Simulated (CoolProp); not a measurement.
Vapour-liquid equilibrium of acetone (1) + benzene (2) at 69.85 °C; x and y are mole fractions of (1).

The numbers come from the multi-fluid Helmholtz-energy mixture model, Lemmon 2006 and Thol 2012; pair parameters Bell 2016 in CoolProp.

Problem. Give the bubble pressure and the first vapour's composition at x = 0.2, 0.575, 0.875. Is there an azeotrope?

Solution. x = 0.2: 0.09861 MPa, y = 0.389; x = 0.575: 0.1310 MPa, y = 0.725; x = 0.875: 0.1511 MPa, y = 0.920. No azeotrope shows between x = 0.05 and 0.95.

Pair parameters are fitted to limited data, so mixtures are less certain than the pure fluids.
